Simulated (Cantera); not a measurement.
An isothermal, constant-pressure homogeneous reactor starts with CH4 : H2 = 0.01 : 1 (molar parts), at 1950 K and 45.0 Torr. Integrator tolerance rtol = 1e-08.

Detailed kinetics in Cantera: GRI-Mech 3.0 (53 species, 325 reactions). GRI-Mech 3.0 stops at C3 and has no aromatics, soot or wall deposition, so with more carbon than oxygen in the feed, carbon stays in small species such as C2H2 where larger ones or solid carbon would form.

What does this change do: temperature 1950 to 1700 K?


| quantity | before | after |
|---|---|---|
| x(CH4) at 7.00 s | 8.59e-5 (gas-phase equilibrium 8.52e-5) | 0.00163 (gas-phase equilibrium 0.000513) |
| x(H2) at 7.00 s | 0.990 (gas-phase equilibrium 0.990) | 0.994 (gas-phase equilibrium 0.994) |
| x(C2H2) at 7.00 s | 0.00484 (gas-phase equilibrium 0.00484) | 0.00407 (gas-phase equilibrium 0.00463) |
| x(C2H4) at 7.00 s | 2.57e-6 (gas-phase equilibrium 2.57e-6) | 1.19e-5 (gas-phase equilibrium 1.34e-5) |
| x(CH2) at 7.00 s | 4.79e-8 (gas-phase equilibrium 4.75e-8) | 1.24e-8 (gas-phase equilibrium 3.96e-9) |
